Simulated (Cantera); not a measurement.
Cantera run:

```python
import numpy as np
import cantera as ct

gas_names = """
    H HO2 H2 H2O H2O2 O OH O2 O3 Ti TiO TiO2
""".split()
cond_names = """
    H2O(s) H2O(L) Ti(a) Ti(b) Ti(L) TiO(a) TiO(b) TiO(L) TiO2(ru) TiO2(L) Ti2O3(a) Ti2O3(b) Ti2O3(L)
    Ti3O5(a) Ti3O5(b) Ti3O5(L) Ti4O7(s) Ti4O7(L)
""".split()


# ... load() reads the species with a 1 bar reference pressure and builds the phases ...
atoms = {
    'TiO2': {'Ti': 1, 'O': 2},
    'H2': {'H': 2},
}
top_T = {}  # K; cautious upper limits of use, not melting points


# ... equilibrate(T, P, feed) seeds the gas with the atoms and calls Mixture.equilibrate('TP', solver="vcs", rtol=1e-11, max_steps=5000) ...
results = []
feed = {'TiO2': 1, 'H2': 1.9}  # mol
P = 10000  # Pa
for T in [1248, 1323, 1398, 1473, 1548, 1623, 1698, 1773, 1848, 1923]:
    mix = equilibrate(T, P, feed)
    results.append((T, P, feed, dict(zip(mix.species_names, mix.species_moles))))

top = {s: max(r[3][s] / sum(r[3][g] for g in gas_names) for r in results) for s in gas_names}
cols = sorted((s for s in top if top[s] > 0.001), key=lambda s: -top[s])[:5]
seen = [c for c in cond_names if any(r[3].get(c, 0) > 1e-12 for r in results)]
print("log10 of partial pressures in bar; condensed amounts in mol")
print(f"{'T/K':>10s}" + "".join(f"{s[:9]:>10s}" for s in cols + seen))
for T, P, feed, n in results:
    ng = sum(n[g] for g in gas_names)
    print(f"{T:10.4g}" + "".join(f"{np.log10(max(n[s] / ng * P / 1e5, 1e-99)):10.3f}" for s in cols)
          + "".join(f"{n.get(c, 0):10.4g}" for c in seen))
```

It prints:

```
log10 of partial pressures in bar; condensed amounts in mol
       T/K        H2       H2O         H  TiO2(ru)  Ti4O7(s)
      1248    -1.001    -3.750    -6.831    0.9865   0.00338
      1323    -1.002    -3.431    -6.301    0.9718  0.007041
      1398    -1.003    -3.145    -5.827    0.9456   0.01359
      1473    -1.006    -2.888    -5.401    0.9017   0.02457
      1548    -1.010    -2.656    -5.016    0.8322   0.04194
      1623    -1.016    -2.446    -4.668    0.7279   0.06802
      1698    -1.025    -2.256    -4.352    0.5788    0.1053
      1773    -1.038    -2.086    -4.065    0.3757    0.1561
      1848    -1.055    -1.933    -3.803    0.1116    0.2221
      1923    -1.063    -1.882    -3.557         0      0.25
```

Method: chemical equilibrium by Gibbs-energy minimisation in Cantera with the NASA 1993 tables (ideal gas, pure condensed phases). Mutual solubility and eutectic melting of coexisting phases are not modelled. Condensed phases not in the tables: Magnéli phases beyond Ti4O7. Gases not in the tables: TiO(OH)2.
